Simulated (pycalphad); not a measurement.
**Phase fractions of Hf-23.25C (at.%)**

Source of the numbers: pycalphad with the COST 507 light-alloy database (1999); pressure 1 atm. These are 1990s assessments: newer ones move some temperatures and phases. Phase fractions are per mole of atoms. Diffusion is slow at the low end, where real alloys seldom reach equilibrium.

```tsv
T (K)	liquid	fcc	hcp
3300	0.550	0.450	-
3200	0.511	0.489	-
3100	0.479	0.521	-
3000	0.450	0.550	-
2900	?	?	-
2800	0.402	0.598	-
2700	0.382	0.618	-
2600	-	0.492	0.508
2500	-	0.524	0.476
2400	-	0.541	0.459
2300	-	0.552	0.448
2200	-	0.559	0.441
2100	-	0.564	0.436
2000	-	0.568	0.432
1900	-	0.571	0.429
1800	-	0.574	0.426
1700	-	0.577	0.423
1600	-	0.579	0.421
1500	-	0.582	0.418
1400	-	?	?
1300	-	0.586	0.414
1200	-	0.588	0.412
1100	-	0.590	0.410
1000	-	0.592	0.408
900	-	0.594	0.406
800	-	0.595	0.405
700	-	0.597	0.403
600	-	0.599	0.401
500	-	0.601	0.399
```

Q: Fill in the missing entries.

A: 
- 2900, liquid: 0.425
- 2900, fcc: 0.575
- 1400, fcc: 0.584
- 1400, hcp: 0.416

The fcc model also describes the rock-salt carbide or nitride (TiC, TiN, HfC).
